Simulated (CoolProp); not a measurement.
Properties of CH3F (R41) along the isotherm 425 K.

Model: reference Helmholtz-energy equation of state, Lemmon 2006, in CoolProp. It is a short technical equation, of lower accuracy than the large ones.

```
p (MPa)          phase  density (kg/m³)  isothermal compressibility (1/MPa)
-------  -------------  ---------------  ----------------------------------
0.738              gas            7.241                               1.380
1.48               gas            14.80                              0.7014
2.21               gas            22.52                              0.4786
2.95               gas            30.65                              0.3654
3.69               gas            39.10                              0.2977
4.43               gas            47.88                              0.2527
5.17               gas            57.01                              0.2206
5.91     supercritical            66.50                              0.1965
6.64     supercritical            76.22                              0.1780
7.38     supercritical            86.45                              0.1629
8.12     supercritical            97.07                              0.1505
8.86     supercritical            108.1                              0.1400
```
